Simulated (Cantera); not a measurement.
Feed: 1 mol SiH₂Cl₂, 3.4 mol NO, 7.6 mol N₂, equilibrated at 0.133 bar.

These are equilibrium values from Cantera (NASA tables, ideal gas, pure condensed phases), not measurements of a reactor. Candidate condensed phases: H₂O, NH₄Cl, Si, SiO₂, Si₂N₂O, Si₃N₄; 47 gas species. The tables hold silica as quartz up to 1696 K and as liquid above; real silica turns to tridymite and cristobalite and melts near 1996 K. Equilibrium is a limit: real reactors are often held back by kinetics, nucleation or transport. All values below are at 1600 K.

Base state: N₂ 0.772, HCl 0.142, O₂ 0.0517, Cl 0.0172, H₂O 0.0119, Cl₂ 0.00328, NO 0.000951, OH 7.11e-5 (mole fractions); condensed: SiO₂(β-quartz).

Problem. What changes in the equilibrium state with this change: SiH₂Cl₂ replaced by Si₂H₆?

Solution. 
```
species                before     after
-------------------  --------  --------
N₂                      0.772     0.752
H₂                    9.48e-7     0.248
SiO                     <1e-9  0.000441
HCl                     0.142         0
O₂                     0.0517     <1e-9
Cl                     0.0172         0
H₂O                    0.0119  0.000108
Cl₂                   0.00328         0
NO                   0.000951     <1e-9
OH                    7.11e-5   1.27e-9
SiO₂(β-quartz), mol      1.00      1.60
Si₂N₂O(s), mol              0     0.199
```
The feed counts by its element totals alone. Mutual solubility and eutectic melting of coexisting phases are not modelled.
